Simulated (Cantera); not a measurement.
**Thermodynamics of abatement and gas-phase synthesis, feed H2S + SO2 + H2**

Charge: 1 mol H2S, a varied amount of SO2, 0.26 mol H2, held at 130 bar.

These are equilibrium values from Cantera (NASA tables, ideal gas, pure condensed phases), not measurements of a reactor. Candidate condensed phases: H2O, H2SO4, S; 19 gas species. Each liquid is taken as pure. The ideal-gas law is rough above about 30 bar. The numbers say what is thermodynamically allowed, not how fast it happens.

Task: Map the stable condensed phases over T = 500, 700, 900, 1100, 1300, 1500, 1700, 1900, 2100, 2300, 2500, 2700, 2900, 3100 K and n(SO2) in mol = 0.065, 0.096, 0.13, 0.16, 0.19, 0.22, 0.25, 0.28, 0.31, 0.34, 0.37, 0.41, 0.44.

Result: 
```
T in K \ n(SO2) in mol
         0.065 0.096  0.13  0.16  0.19  0.22  0.25  0.28  0.31  0.34  0.37  0.41  0.44
   3100      A     A     A     A     A     A     A     A     A     A     A     A     A
   2900      A     A     A     A     A     A     A     A     A     A     A     A     A
   2700      A     A     A     A     A     A     A     A     A     A     A     A     A
   2500      A     A     A     A     A     A     A     A     A     A     A     A     A
   2300      A     A     A     A     A     A     A     A     A     A     A     A     A
   2100      A     A     A     A     A     A     A     A     A     A     A     A     A
   1900      A     A     A     A     A     A     A     A     A     A     A     A     A
   1700      A     A     A     A     A     A     A     A     A     A     A     A     A
   1500      A     A     A     A     A     A     A     A     A     A     A     A     A
   1300      A     A     A     A     A     A     A     A     A     A     A     A     A
   1100      A     A     A     A     A     A     A     A     B     B     B     B     B
    900      A     A     B     B     B     B     B     B     B     B     B     B     B
    700      A     B     B     B     B     B     B     B     B     B     B     B     B
    500      A     B     C     C     C     C     C     C     C     C     C     C     C
```
A: gas only; B: S; C: H2O + S.
